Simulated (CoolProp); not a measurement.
Vapour-liquid equilibrium of m-xylene (1) + n-nonane (2) at 234.45 °C; x and y are mole fractions of (1).

The numbers come from the multi-fluid Helmholtz-energy mixture model, Zhou 2012 and Lemmon 2006; pair parameters Bell 2016 in CoolProp.

Give the bubble pressure and the first vapour's composition at x = 0.275, 0.35, 0.8. Is there an azeotrope?

x = 0.275: 6.854 bar, y = 0.329; x = 0.35: 7.015 bar, y = 0.404; x = 0.8: 7.606 bar, y = 0.810. No azeotrope shows between x = 0.05 and 0.95.

The pair parameters rest on a limited set of measurements; away from them the model extrapolates.
